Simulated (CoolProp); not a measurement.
Vapour pressure (MPa) of R11: the reference equation beside estimates from Tc = 471.1 K, pc = 4.408 MPa, ω = 0.189.

The numbers come from the reference Helmholtz-energy equation of state, Jacobsen 1992 in CoolProp.

| T (K) | reference | Lee-Kesler | van der Waals | Soave-Redlich-Kwong | Peng-Robinson |
|---|---|---|---|---|---|
| 297.3 | 0.1029 | 0.1019 | 0.5093 | 0.1022 | 0.1033 |
| 303.5 | 0.1275 | 0.1265 | 0.5704 | 0.1267 | 0.1277 |
| 309.7 | 0.1563 | 0.1555 | 0.6363 | 0.1556 | 0.1564 |
| 315.9 | 0.1900 | 0.1893 | 0.7070 | 0.1893 | 0.1898 |
| 322.1 | 0.2290 | 0.2286 | 0.7827 | 0.2285 | 0.2285 |
| 328.4 | 0.2746 | 0.2745 | 0.8649 | 0.2744 | 0.2737 |
| 334.6 | 0.3259 | 0.3262 | 0.9511 | 0.3261 | 0.3247 |
| 340.8 | 0.3842 | 0.3849 | 1.043 | 0.3849 | 0.3826 |
| 347 | 0.4500 | 0.4511 | 1.140 | 0.4514 | 0.4480 |

Absolute difference from the reference over all 9 rows, mean and median: Lee-Kesler 0.4 and 0.2 %, van der Waals 255.0 and 241.8 %, Soave-Redlich-Kwong 0.3 and 0.3 %, Peng-Robinson 0.3 and 0.3 %.
